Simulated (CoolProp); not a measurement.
Values from CoolProp's reference Helmholtz-energy equation of state, Schroeder 2014.

Question: For ethanol, give the phase and the density (kg/m³), cv (kJ/(kg K)), isothermal compressibility (1/MPa), viscosity (µPa s) at 327.35 °C and 5760 kPa.

Answer: 
- 327.35 °C and 5760 kPa: gas; density 62.2, cv 2.47, isothermal compressibility 0.208, viscosity 19.4

Viscosity comes from a separate model (Kiselev 2005).
